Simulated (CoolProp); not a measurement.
R1234yf at several states: density (kg/m³) from the reference equation and from simpler models built on Tc = 94.7 °C, pc = 33.84 bar, ω = 0.276; each cubic takes its own stable root.

The numbers come from the reference Helmholtz-energy equation of state, Lemmon 2022 in CoolProp.

| T (°C) | p (bar) | phase | reference |
|---|---|---|---|
| -40.45 | 0.465 | gas | 2.809 |
| 83.65 | 6.38 | gas | 26.60 |
| 108.15 | 0.845 | gas | 3.063 |
| 3.35 | 0.232 | gas | 1.158 |
| -109.75 | 39.4 | liquid | 1476 |

Problem. How far does each simpler model (van der Waals, Peng-Robinson) lie from the reference over these 5 states: mean and median of the absolute difference, and the worst?

Solution. 
- van der Waals: mean 8.9 %, median 1.2 %, worst -41.6 % at -109.75 °C and 39.4 bar
- Peng-Robinson: mean 0.5 %, median 0.5 %, worst -1.4 % at -109.75 °C and 39.4 bar
